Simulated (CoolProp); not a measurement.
Vapour pressure (MPa) of methanol: the reference equation beside estimates from Tc = 240.2 °C, pc = 8.216 MPa, ω = 0.565. Clausius-Clapeyron is anchored at 143.75 °C with a constant enthalpy of vaporisation of 28.35 kJ/mol.

The numbers come from the reference Helmholtz-energy equation of state, de Reuck 1993 in CoolProp.

```tsv
T (°C)	reference	Lee-Kesler	Clausius-Clapeyron	Redlich-Kwong	Soave-Redlich-Kwong
113.45	0.5315	0.5406	0.6305	?	0.5427
119.55	0.6328	?	0.7231	1.456	0.6485
125.55	0.7470	0.7625	0.8240	1.630	0.7675
131.65	0.8793	0.8983	0.9374	1.821	0.9055
137.65	1.027	1.049	1.060	2.024	1.059
143.75	1.197	1.222	1.197	2.245	1.236
149.75	1.385	1.413	1.344	2.479	?
155.85	1.599	1.629	1.508	2.733	1.652
161.85	1.835	1.865	?	3.000	1.894
167.95	?	2.132	1.875	3.288	2.168
```

Problem. Some entries are withheld; supply them.

Solution. 
- 113.45, Redlich-Kwong: 1.293
- 119.55, Lee-Kesler: 0.6451
- 149.75, Soave-Redlich-Kwong: 1.430
- 161.85, Clausius-Clapeyron: 1.682
- 167.95, reference: 2.101

Absolute difference from the reference over all 10 rows, mean and median: Lee-Kesler 1.9 and 2.0 %, Clausius-Clapeyron 8.1 and 7.5 %, Redlich-Kwong 95.3 and 92.3 %, Soave-Redlich-Kwong 3.0 and 3.2 %.
